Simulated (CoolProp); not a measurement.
Vapour-liquid equilibrium of cyclohexane (1) + dimethyl carbonate (2) at 49.05 °C; x and y are mole fractions of (1).

Values from CoolProp's multi-fluid Helmholtz-energy mixture model, Zhou 2014 and Zhou 2011; pair parameters Bell 2016.

| x | bubble pressure, mixture model (bar) | bubble pressure, Raoult's law (bar) | y, mixture model | y, Raoult's law |
|---|---|---|---|---|
| 0.05 | ? | 0.2298 | 0.261 | 0.076 |
| 0.2 | ? | 0.2488 | ? | 0.281 |
| 0.35 | 0.4285 | 0.2678 | 0.586 | 0.458 |
| 0.5 | 0.4389 | 0.2868 | ? | 0.610 |
| 0.65 | ? | 0.3057 | ? | 0.744 |
| 0.8 | ? | 0.3247 | 0.696 | 0.862 |
| 0.95 | 0.3878 | 0.3437 | ? | 0.967 |

Fill in the missing entries.


- 0.05, bubble pressure, mixture model (bar): 0.2891
- 0.2, bubble pressure, mixture model (bar): 0.3937
- 0.2, y, mixture model: 0.514
- 0.5, y, mixture model: 0.617
- 0.65, bubble pressure, mixture model (bar): 0.4415
- 0.65, y, mixture model: 0.643
- 0.8, bubble pressure, mixture model (bar): 0.4341
- 0.95, y, mixture model: 0.863

The largest gap from Raoult's law is +60.0 % in bubble pressure, at x = 0.35. y crosses x between x = 0.5 and 0.65: the model has an azeotrope there.

Pair parameters are fitted to limited data, so mixtures are less certain than the pure fluids. With so large a gap from Raoult's law the liquid may split in two, which this calculation doesn't test in full.
